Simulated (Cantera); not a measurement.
**Adiabatic ignition**

An adiabatic, constant-pressure homogeneous reactor starts with 3.85 % CH4, 0.100 % C2H6, 0.709 % C3H8, 17.4 % O2, 65.6 % N2, 12.3 % CO2, at 1575 K and 1000000 Pa.

Detailed kinetics in Cantera: GRI-Mech 3.0 (53 species, 325 reactions).

```tsv
t (s)	T (K)	x CH4	x C2H6	x C3H8	x H2	x CH3
1.00e-6	1574	0.0384	0.000994	0.00691	4.07e-5	0.000212
2.74e-6	1573	0.0381	0.00104	0.00648	0.000196	0.000543
7.53e-6	1580	0.0366	0.00149	0.00496	0.000996	0.000726
2.07e-5	1820	0.0161	0.000487	4.64e-5	0.0138	0.00171
5.67e-5	2550	<1e-12	<1e-12	<1e-12	0.00111	<1e-12
0.000156	2559	<1e-12	<1e-12	<1e-12	0.00104	<1e-12
0.000427	2557	<1e-12	<1e-12	<1e-12	0.00103	<1e-12
0.00117	2553	<1e-12	<1e-12	<1e-12	0.00103	<1e-12
0.00321	2547	<1e-12	<1e-12	<1e-12	0.00101	<1e-12
0.00882	2542	<1e-12	<1e-12	<1e-12	0.00101	<1e-12
0.0242	2542	<1e-12	<1e-12	<1e-12	0.00101	<1e-12
0.0664	2542	<1e-12	<1e-12	<1e-12	0.00101	<1e-12
0.182	2542	<1e-12	<1e-12	<1e-12	0.00101	<1e-12
0.500	2542	<1e-12	<1e-12	<1e-12	0.00101	<1e-12
```
x: mole fraction; the columns are a selection and need not sum to one.

```
Property                                                          Result
---------------------------------  -------------------------------------
time of steepest temperature rise                                22.3 µs
temperature at 0.500 s                                            2542 K
equilibrium temperature                                           2542 K
x(CH4) at 0.500 s                  <1e-12 (gas-phase equilibrium <1e-12)
x(C2H6) at 0.500 s                 <1e-12 (gas-phase equilibrium <1e-12)
x(C3H8) at 0.500 s                 <1e-12 (gas-phase equilibrium <1e-12)
```
